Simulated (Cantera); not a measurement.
Input: 1 mol Fe(CO)5, 0.25 mol N2, equilibrated at 10.0 mbar.

Cantera equilibrium calculation (NASA polynomials, part measured and part estimated; ideal gas, pure solids and liquids). Candidate condensed phases: C, Fe, Fe(CO)5, FeO, Fe2O3, Fe3O4; 27 gas species. Condensed phases not in the tables: cementite and carbon dissolved in iron. Kinetics and transport are ignored.

At 1200 K, list the 3 most abundant gas species with their mole fractions, and the condensed phases.

CO 0.952, N2 0.0476, CO2 0.000171. Condensed: C(graphite) + Fe(γ).
